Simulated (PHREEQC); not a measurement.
## Hard or scaling water: an equilibrium model

Consider water at 65 °C with 126 mmol/kgw CaCl2, 0.49 mmol/kgw CO2 and 0.3 mmol/kgw H4SiO4. Closed to the air; pH follows from the charge balance.

The numbers come from PHREEQC with the ion-association model, phreeqc.dat.

No solid was allowed to form.

Predict the pH, density.

pH 4.68; density 0.992 g/cm³.

In which forms is C present?

CO2 94 %, HCO3- 3.6 %, CaHCO3+ 1.9 % of the C.

At this temperature some constants are extrapolated from 25 °C, and those without enthalpy data are left unchanged.
